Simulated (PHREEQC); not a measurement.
Dissolve 0.023 mol/kgw TMAH, 7.5e-05 mol/kgw NaAlO2 and 0.064 mol/kgw Na2CO3 at 25 °C. Closed to the air; pH follows from the charge balance.

Computed with PHREEQC (ion-association model, phreeqc.dat).

| Item | Result |
|---|---|
| pH | 12.22 |
| ionic strength | 0.165 mol/kgw |
| total alkalinity | 151 meq/kg |

```json
[
 {"species": "Na+", "molality": "0.103", "activity": "0.0782", "log γ": "-0.121"},
 {"species": "CO3-2", "molality": "0.0390", "activity": "0.0129", "log γ": "-0.482"},
 {"species": "NaCO3-", "molality": "0.0248", "activity": "0.0187", "log γ": "-0.122"},
 {"species": "OH-", "molality": "0.0232", "activity": "0.0168", "log γ": "-0.141"},
 {"species": "(CH3)4N+", "molality": "0.0230", "activity": "0.0169", "log γ": "-0.135"},
 {"species": "HCO3-", "molality": "0.000217", "activity": "0.000165", "log γ": "-0.120"},
 {"species": "Al(OH)4-", "molality": "7.50e-5", "activity": "5.57e-5", "log γ": "-0.130"}
]
```

No solid was allowed to form. (CH3)4N+ isn't in the database: it is added as a free cation with an ion size of 4 Å.
